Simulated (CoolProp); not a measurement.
Computed with CoolProp (reference Helmholtz-energy equation of state, Marx 1992).

For R113, give the phase and the Z, fugacity coefficient at 249.4 K and 1610 kPa.


- 249.4 K and 1610 kPa: liquid; Z 0.0866, fugacity coefficient 0.00281
